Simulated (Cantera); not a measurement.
A closed system holds: 1 mol n-butane, 0.27 mol O₂, at 5.20 bar.

Equilibrium computed with Cantera from the NASA thermochemical tables; the gas is ideal and each condensed phase is pure. Candidate condensed phases: C, C₆H₆, C₇H₈, C₈H₁₈, H₂O; 110 gas species. Kinetics and transport are ignored. All values below are at 1502 °C.

Base state: H₂ 0.898, CO 0.0977, CH₄ 0.00351, H₂O 0.000148, C₂H₂ (acetylene) 0.000128, H 0.000120, C₂H₄ 1.67e-5 (mole fractions); condensed: C(graphite).

Q: What changes in the equilibrium state with this change: O₂ from 0.27 to 0.11 mol?

A: 
```json
[
 {"species": "H₂", "before": "0.898", "after": "0.953"},
 {"species": "CO", "before": "0.0977", "after": "0.0422"},
 {"species": "CH₄", "before": "0.00351", "after": "0.00396"},
 {"species": "H₂O", "before": "0.000148", "after": "6.77e-5"},
 {"species": "C₂H₄", "before": "1.67e-5", "after": "1.88e-5"},
 {"species": "C(graphite), mol", "before": "3.44", "after": "3.76"}
]
```
